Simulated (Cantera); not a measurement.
**Pb + NH₃ + H₂ + HCl (metals in furnace atmospheres)**

Input: 1 mol Pb, 2.4 mol NH₃, 8.3 mol H₂, 0.001 mol HCl, held at 0.00460 bar.

Cantera equilibrium calculation (NASA polynomials, part measured and part estimated; ideal gas, pure solids and liquids). Candidate condensed phases: NH₄Cl, Pb, PbCl₂; 17 gas species. Equilibrium is a limit: real reactors are often held back by kinetics, nucleation or transport.

```csv
T (°C),x H₂,x N₂,x Pb,x H,x HCl,x PbCl,n Pb(l)
552,0.908,0.0916,3.12e-5,1.11e-10,7.56e-5,7.31e-7,1.000
627,0.908,0.0916,0.000298,1.64e-9,7.39e-5,2.37e-6,0.996
702,0.907,0.0914,0.00199,1.61e-8,7.00e-5,6.15e-6,0.974
777,0.899,0.0907,0.0101,1.13e-7,6.25e-5,1.30e-5,0.866
852,0.871,0.0878,0.0411,6.11e-7,5.07e-5,2.25e-5,0.438
927,0.844,0.0851,0.0709,2.67e-6,4.95e-5,2.15e-5,0
1002,0.844,0.0851,0.0709,9.98e-6,5.63e-5,1.46e-5,0
1077,0.844,0.0851,0.0709,3.23e-5,6.09e-5,1.00e-5,0
1152,0.844,0.0851,0.0709,9.24e-5,6.39e-5,7.01e-6,0
1227,0.844,0.0851,0.0709,0.000238,6.59e-5,5.01e-6,0
```
x: gas mole fraction; n: condensed amount in mol.

From 552 °C to 852 °C the condensed part is Pb(l). From 927 °C to 1227 °C nothing is condensed. The main Pb-bearing gas is Pb throughout.
